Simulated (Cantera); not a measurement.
A closed system holds: 1 mol CuO, 8.9 mol H₂, 0.37 mol N₂, held at 0.000950 bar.

Cantera equilibrium calculation (NASA polynomials, part measured and part estimated; ideal gas, pure solids and liquids). Candidate condensed phases: Cu, CuO, Cu(OH)₂, Cu₂O, H₂O; 27 gas species. Kinetics and transport are ignored.

log p: log10 of the partial pressure in bar; n: condensed amount in mol.

```json
[
 {"T (K)": "1500", "log p H₂": "-3.10", "log p H₂O": "-3.99", "log p Cu": "-5.08", "log p N₂": "-4.43", "log p H": "-6.30", "log p OH": "-8.74", "n Cu(l)": "[?]"},
 {"T (K)": "1550", "log p H₂": "-3.10", "log p H₂O": "-4.00", "log p Cu": "-4.73", "log p N₂": "-4.43", "log p H": "-6.05", "log p OH": "-8.42", "n Cu(l)": "[?]"},
 {"T (K)": "1600", "log p H₂": "-3.11", "log p H₂O": "-4.01", "log p Cu": "-4.40", "log p N₂": "-4.44", "log p H": "-5.82", "log p OH": "-8.12", "n Cu(l)": "[?]"},
 {"T (K)": "1650", "log p H₂": "-3.13", "log p H₂O": "-4.03", "log p Cu": "-4.09", "log p N₂": "-4.46", "log p H": "-5.61", "log p OH": "-7.85", "n Cu(l)": "[?]"},
 {"T (K)": "1700", "log p H₂": "-3.14", "log p H₂O": "-4.03", "log p Cu": "-4.04", "log p N₂": "-4.47", "log p H": "-5.40", "log p OH": "-7.58", "n Cu(l)": "0"},
 {"T (K)": "1750", "log p H₂": "-3.14", "log p H₂O": "-4.04", "log p Cu": "-4.04", "log p N₂": "-4.47", "log p H": "-5.20", "log p OH": "-7.33", "n Cu(l)": "0"},
 {"T (K)": "1800", "log p H₂": "-3.14", "log p H₂O": "-4.04", "log p Cu": "-4.04", "log p N₂": "-4.47", "log p H": "-5.02", "log p OH": "-7.09", "n Cu(l)": "0"}
]
```

Question: Some entries are withheld; supply them.

Answer: 
- 1500, n Cu(l): 0.919
- 1550, n Cu(l): 0.815
- 1600, n Cu(l): 0.594
- 1650, n Cu(l): 0.131
